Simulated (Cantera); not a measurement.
# Premixed flame

A freely propagating, adiabatic, planar premixed flame of 20.7 % H2, 15.2 % O2, 64.0 % N2, unburnt at 575 K and 500000 Pa; mixture-averaged transport, grid criteria slope 0.08 and curve 0.16, no radiation.

Model: the H2/O2 subset of GRI-Mech 3.0, which has no nitrogen chemistry, integrated in Cantera. The hydrogen kinetics of GRI-Mech 3.0 are dated; newer H2 mechanisms differ, most at raised pressure. Burning velocities carry a grid error of a few per cent, more on coarse grids. Lean hydrogen flames are cellular in practice and burn faster than this planar one.

```tsv
z (mm)	T (K)	u (m/s)	x H2	x O2	x HO2	x OH	x H2O2	x H2O
-0.190	575	2.48	0.207	0.152	1.40e-8	<1e-8	<1e-8	9.93e-7
-0.127	575	2.47	0.205	0.153	2.43e-7	<1e-8	3.57e-8	1.32e-5
-0.0952	577	2.47	0.201	0.153	2.14e-6	<1e-8	3.19e-7	9.15e-5
-0.0635	585	2.47	0.190	0.155	2.13e-5	<1e-8	3.14e-6	0.000710
-0.0317	711	2.89	0.149	0.157	0.000588	4.94e-5	7.28e-5	0.0150
-0.0159	1002	3.98	0.107	0.143	0.000642	0.000665	0.000103	0.0552
0	1360	5.33	0.0604	0.112	0.000353	0.00251	2.55e-5	0.117
0.0159	1614	6.30	0.0286	0.0828	0.000196	0.00577	5.54e-6	0.167
0.0317	1760	6.86	0.0148	0.0682	0.000122	0.00814	3.34e-6	0.190
0.0635	1901	7.38	0.00702	0.0602	6.34e-5	0.00898	1.95e-6	0.206
0.127	1997	7.72	0.00330	0.0580	2.79e-5	0.00717	1.13e-6	0.215
0.254	2046	7.89	0.00124	0.0577	1.08e-5	0.00468	6.32e-7	0.220
0.508	2064	7.95	0.000439	0.0579	4.79e-6	0.00293	3.75e-7	0.223
```
x: mole fraction of selected species; z is measured from the peak of heat release.

```
Item                          Value
------------------------  ---------
laminar burning velocity   248 cm/s
thermal thickness         0.0635 mm
peak x(HO2)                0.000756
peak x(OH)                  0.00906
peak x(H2O2)               0.000109
grid points                     107
```
